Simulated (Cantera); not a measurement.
Source: NASA polynomial tables (part measured, part estimated), evaluated in Cantera. Values are per mole of reaction as written; species without (g) are pure solids or liquids, kept so even where they would boil at 1 bar.

Fe + 2 Cl(g) ⇌ FeCl₂

| T (K) | ΔH° (kJ) | ΔS° (J/K) | ΔG° (kJ) | log10 K | condensed phases |
|---|---|---|---|---|---|
| 300 | -584.4 | -239.7 | -512.5 | 89.24 | Fe(α), FeCl₂(s) |
| 1323 | … | … | … | … | Fe(γ), FeCl₂(l) |
| 1373 | -533.5 | -184.3 | -280.4 | 10.67 | Fe(γ), FeCl₂(l) |
| 1423 | -532.3 | -183.5 | -271.2 | 9.95 | Fe(γ), FeCl₂(l) |
| 1473 | -531.2 | -182.7 | -262.0 | 9.29 | Fe(γ), FeCl₂(l) |
| 1523 | … | … | … | … | Fe(γ), FeCl₂(l) |
| 1573 | … | … | … | … | Fe(γ), FeCl₂(l) |
| 1623 | -527.9 | -180.6 | -234.8 | 7.56 | Fe(γ), FeCl₂(l) |

Problem. Complete the blanks.

Solution. 
- 1323, ΔH° (kJ): -534.7
- 1323, ΔS° (J/K): -185.2
- 1323, ΔG° (kJ): -289.6
- 1323, log10 K: 11.43
- 1523, ΔH° (kJ): -530.1
- 1523, ΔS° (J/K): -182.0
- 1523, ΔG° (kJ): -252.9
- 1523, log10 K: 8.67
- 1573, ΔH° (kJ): -529.0
- 1573, ΔS° (J/K): -181.3
- 1573, ΔG° (kJ): -243.8
- 1573, log10 K: 8.10
